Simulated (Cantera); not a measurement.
A closed system holds: 1 mol HgO, 1.2 mol H₂, equilibrated at 0.133 bar.

Method: chemical equilibrium by Gibbs-energy minimisation in Cantera with the NASA 1993 tables (ideal gas, pure condensed phases). Candidate condensed phases: H₂O, Hg, HgO; 10 gas species. Equilibrium is a limit: real reactors are often held back by kinetics, nucleation or transport. All values below are at 1198 K.

Base state: H₂O 0.455, Hg 0.455, H₂ 0.0909 (mole fractions); condensed: gas only.

Q: What changes in the equilibrium state with this change: H₂ from 1.2 to 0.13 mol?

A: 
```csv
species,before,after
Hg,0.455,0.639
O₂,<1e-9,0.278
H₂O,0.455,0.0831
H₂,0.0909,5.26e-9
```
